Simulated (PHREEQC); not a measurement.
## Nickel, zinc or cadmium bath: speciation

Dissolve 0.012 mol ZnCl2, 0.061 mol Na2SO4 and 0.00018 mol NiCl2 per kg of water at 20 °C. Closed to the air; pH follows from the charge balance.

Equilibrium calculation in PHREEQC: ion-association model, wateq4f.dat.

No solid was allowed to form.

Question: What pH, ionic strength does the model give?

Answer: pH 6.01; ionic strength 0.176 mol/kgw.

Question: In which forms is Ni present?

Answer: Ni+2 55 %, NiSO4 44 %, NiCl+ 1.0 % of the Ni.
